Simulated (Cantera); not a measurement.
**Premixed flame**

A freely propagating, adiabatic, planar premixed flame of 3.10 % C3H8, 20.4 % O2, 76.5 % N2, equivalence ratio 0.76, unburnt at 448 K and 5.00 bar; mixture-averaged transport, grid criteria slope 0.08 and curve 0.16, no radiation.

Detailed kinetics in Cantera: GRI-Mech 3.0 (53 species, 325 reactions). GRI-Mech 3.0 was tuned for natural gas; its chemistry of propane as a main component is partial and can be far from experiment. Burning velocities carry a grid error of a few per cent, more on coarse grids.

```
z (mm)   T (K)  u (m/s)    x C3H8    x O2    x C2H      x CO     x CO2    x C2H6
-------  -----  -------  --------  ------  -------  --------  --------  --------
-0.319     448    0.414    0.0310   0.204    <1e-8   8.93e-6   1.25e-6   3.00e-8
-0.213     452    0.417    0.0309   0.203    <1e-8  0.000107   2.22e-5   5.92e-7
-0.159     464    0.429    0.0309   0.202    <1e-8  0.000431  0.000111   3.15e-6
-0.106     533    0.496    0.0303   0.195    <1e-8   0.00243  0.000906   2.82e-5
-0.0531    889    0.842    0.0227   0.160    <1e-8    0.0139   0.00796  0.000280
-0.0266   1257     1.21   0.00956   0.123    <1e-8    0.0272    0.0188  0.000488
0         1632     1.59  0.000353  0.0836  2.15e-7    0.0382    0.0364   6.80e-5
0.0266    1808     1.76   2.30e-7  0.0638  1.13e-7    0.0310    0.0543   1.96e-7
0.0531    1890     1.83     <1e-8  0.0565    <1e-8    0.0210    0.0665     <1e-8
0.106     1981     1.90     <1e-8  0.0510    <1e-8    0.0109    0.0780     <1e-8
0.213     2053     1.96     <1e-8  0.0478    <1e-8   0.00480    0.0850     <1e-8
0.425     2093     1.99     <1e-8  0.0464    <1e-8   0.00187    0.0883     <1e-8
0.850     2107     2.01     <1e-8  0.0460    <1e-8  0.000799    0.0895     <1e-8
```
x: mole fraction of selected species; z is measured from the peak of heat release.

```
Item                          Value
------------------------  ---------
laminar burning velocity  41.3 cm/s
thermal thickness          0.106 mm
peak x(C2H)                 3.00e-7
peak x(CO)                   0.0382
peak x(C2H6)               0.000493
grid points                     136
```
